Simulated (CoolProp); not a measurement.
Carbon monoxide along the isotherm 268.1 K: Z from the reference equation and from simpler models built on Tc = 132.9 K, pc = 34.98 bar, ω = 0.050; each cubic takes its own stable root.

The numbers come from the reference Helmholtz-energy equation of state, Lemmon 2006 in CoolProp. It is a short technical equation, of lower accuracy than the large ones.

```csv
p (bar),phase,reference
8.75,gas,0.9939
17.5,gas,0.9884
26.2,gas,0.9835
35,supercritical,0.9792
43.7,supercritical,0.9755
52.5,supercritical,0.9724
61.2,supercritical,0.9700
70,supercritical,0.9681
78.7,supercritical,0.9668
87.5,supercritical,0.9662
```

Q: How far does each simpler model (Pitzer virial, Peng-Robinson) lie from the reference over these 10 states: mean and median of the absolute difference, and the worst?

A: 
- Pitzer virial: mean 0.9 %, median 0.7 %, worst -2.6 % at 268.1 K and 87.5 bar
- Peng-Robinson: mean 1.0 %, median 1.1 %, worst -1.7 % at 268.1 K and 87.5 bar
